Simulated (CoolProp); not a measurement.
Computed with CoolProp (reference Helmholtz-energy equation of state, Leachman 2009).

### Question
For normal hydrogen, give the phase and the cp (kJ/(kg K)), conductivity (mW/(m K)), Prandtl number at 137.85 °C and 2.35 MPa.

### Answer
- 137.85 °C and 2.35 MPa: supercritical; cp 14.5, conductivity 238, Prandtl number 0.678

Viscosity comes from a separate model (Muzny 2013). Thermal conductivity comes from a separate model (Assael 2011).
